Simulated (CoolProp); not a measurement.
Nitrous oxide along the isotherm 2.75 °C: Z from the reference equation and from simpler models built on Tc = 36.4 °C, pc = 7.245 MPa, ω = 0.161; each cubic takes its own stable root.

Computed with CoolProp (reference Helmholtz-energy equation of state, Lemmon 2006). It is a short technical equation, of lower accuracy than the large ones.

| p (MPa) | phase | reference | van der Waals | Redlich-Kwong | Peng-Robinson |
|---|---|---|---|---|---|
| 0.158 | gas | 0.9891 | 0.9914 | 0.9896 | 0.9884 |
| 0.325 | gas | 0.9773 | 0.9822 | 0.9785 | 0.9759 |
| 0.667 | gas | 0.9526 | 0.9628 | 0.9550 | [?] |
| 1.37 | gas | [?] | [?] | 0.9039 | 0.8930 |
| 2.81 | gas | 0.7621 | 0.8199 | [?] | [?] |
| 5.77 | liquid | 0.1214 | 0.1914 | 0.1409 | 0.1211 |
| 11.9 | liquid | 0.2406 | [?] | [?] | 0.2350 |
| 24.3 | liquid | 0.4663 | 0.6732 | 0.5070 | 0.4464 |
| 50 | liquid | 0.8987 | 1.275 | [?] | 0.8467 |

Q: Fill in the missing entries.

A: 
- 0.667, Peng-Robinson: 0.9498
- 1.37, reference: 0.8980
- 1.37, van der Waals: 0.9206
- 2.81, Redlich-Kwong: 0.7807
- 2.81, Peng-Robinson: 0.7565
- 11.9, van der Waals: 0.3592
- 11.9, Redlich-Kwong: 0.2698
- 50, Redlich-Kwong: 0.9533
